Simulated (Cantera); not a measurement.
**Adiabatic ignition**

An adiabatic, constant-pressure homogeneous reactor starts with CH3OH : O2 : N2 : H2O = 1 : 0.652 : 3.78 : 0.14 (molar parts), equivalence ratio 2.3, at 1525 K and 74000 Pa.

Model: GRI-Mech 3.0 (53 species, 325 reactions), integrated in Cantera. GRI-Mech 3.0 was tuned for natural gas; its chemistry of methanol as a main component is partial and can be far from experiment.

```csv
t (s),T (K),x CH3OH,x O2,x H2O,x OH,x NO,x O
8.00e-6,1525,0.179,0.117,0.0252,4.44e-7,<1e-12,3.18e-8
2.05e-5,1525,0.179,0.117,0.0253,7.02e-7,<1e-12,3.79e-8
5.28e-5,1526,0.177,0.116,0.0260,2.40e-6,2.52e-12,6.38e-8
0.000136,1552,0.154,0.106,0.0382,2.76e-5,2.80e-11,4.81e-7
0.000348,2149,<1e-12,0.000521,0.167,0.00516,6.94e-6,0.000871
0.000894,2266,<1e-12,0.000131,0.174,0.00293,1.46e-5,0.000220
0.00230,2318,<1e-12,3.36e-5,0.177,0.00157,2.09e-5,5.70e-5
0.00590,2332,<1e-12,1.76e-5,0.178,0.00115,2.77e-5,3.01e-5
0.0152,2333,<1e-12,1.68e-5,0.178,0.00113,4.13e-5,2.87e-5
0.0389,2333,<1e-12,1.68e-5,0.178,0.00113,7.07e-5,2.86e-5
0.100,2332,<1e-12,1.67e-5,0.178,0.00112,0.000110,2.85e-5
```
x: mole fraction; the columns are a selection and need not sum to one.

The time of steepest temperature rise is 0.190 ms and the temperature at 0.100 s is 2332 K. The equilibrium temperature comes out as 2332 K, the x(CH3OH) at 0.100 s comes out as <1e-12 (gas-phase equilibrium <1e-12) and the x(O2) at 0.100 s comes out as 1.67e-5 (gas-phase equilibrium 1.67e-5). The x(H2O) at 0.100 s is 0.178 (gas-phase equilibrium 0.178).
